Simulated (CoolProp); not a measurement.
Computed with CoolProp (reference Helmholtz-energy equation of state, Lemmon 2009).

Q: For propane, give the phase and the Z, speed of sound (m/s) at 132.55 °C and 2.36 MPa; 132.55 °C and 8.27 MPa.

A: 
- 132.55 °C and 2.36 MPa: gas; Z 0.847, speed of sound 254
- 132.55 °C and 8.27 MPa: supercritical; Z 0.393, speed of sound 248
